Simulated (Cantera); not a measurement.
A Cantera script and what it prints.

```python
import numpy as np
import cantera as ct

gas_names = [...]  # 76 gases of nasa_gas.yaml made of C, H
cond_names = """
    C(gr) C6H6(L) C7H8(L) C8H18(L),n-octa
""".split()


# ... load() reads the species with a 1 bar reference pressure and builds the phases ...
atoms = {
    'toluene': {'C': 7, 'H': 8},
    'H2': {'H': 2},
}
top_T = {'C(gr)': 4500}  # K; cautious upper limits of use, not melting points


# ... equilibrate(T, P, feed) seeds the gas with the atoms and calls Mixture.equilibrate('TP', solver="vcs", rtol=1e-11, max_steps=5000) ...
results = []
feed = {'toluene': 1, 'H2': 88}  # mol
P = 2100  # Pa
for T in [1600, 1675, 1750, 1825, 1900, 1975, 2050, 2125, 2200]:
    mix = equilibrate(T, P, feed)
    results.append((T, P, feed, dict(zip(mix.species_names, mix.species_moles))))

top = {s: max(r[3][s] / sum(r[3][g] for g in gas_names) for r in results) for s in gas_names}
cols = sorted((s for s in top if top[s] > 0.0001), key=lambda s: -top[s])[:9]
seen = [c for c in cond_names if any(r[3].get(c, 0) > 1e-12 for r in results)]
print("log10 of partial pressures in bar; condensed amounts in mol")
print(f"{'T/K':>10s}" + "".join(f"{s[:9]:>10s}" for s in cols + seen))
for T, P, feed, n in results:
    ng = sum(n[g] for g in gas_names)
    print(f"{T:10.4g}" + "".join(f"{np.log10(max(n[s] / ng * P / 1e5, 1e-99)):10.3f}" for s in cols)
          + "".join(f"{n.get(c, 0):10.4g}" for c in seen))
```

Output:

```
log10 of partial pressures in bar; condensed amounts in mol
       T/K        H2         H C2H2,acet     C(gr)
      1600    -1.678    -5.104    -6.239     6.992
      1675    -1.678    -4.774    -5.914     6.987
      1750    -1.679    -4.473    -5.618     6.977
      1825    -1.679    -4.196    -5.347     6.959
      1900    -1.680    -3.941    -5.098     6.929
      1975    -1.682    -3.705    -4.870      6.88
      2050    -1.685    -3.487    -4.659     6.805
      2125    -1.689    -3.285    -4.465     6.694
      2200    -1.696    -3.097    -4.287     6.536
```

Method: chemical equilibrium by Gibbs-energy minimisation in Cantera with the NASA 1993 tables (ideal gas, pure condensed phases).
